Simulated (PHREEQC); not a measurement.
Make-up at 25 °C: 81 mmol/kgw K2CO3 and 0.036 mmol/kgw H4SiO4. Closed to the air; pH follows from the charge balance.

Computed with PHREEQC (ion-association model, wateq4f.dat).

| quantity | before | after |
|---|---|---|
| pH | 11.33 | 10.96 |
| CO3-2 (mol/kgw) | 0.0779 | 0.00703 |
| HCO3- (mol/kgw) | 0.00310 | 0.00107 |
| H2SiO4-2 (mol/kgw) | 1.19e-6 | 3.17e-8 |
| SI of Quartz (SiO2) | -2.13 | -2.69 |

Task: What was changed between the two runs?
(A) H4SiO4 from 3.6e-05 to 3.96e-05 mol/kgw
(B) diluted 10-fold with water
(C) H4SiO4 from 3.6e-05 to 1.8e-05 mol/kgw
(D) K2CO3 from 0.081 to 0.0081 mol/kgw
(E) diluted 2-fold with water

Result: B, diluted 10-fold with water

This is a speciation only: nothing precipitates in the calculation.
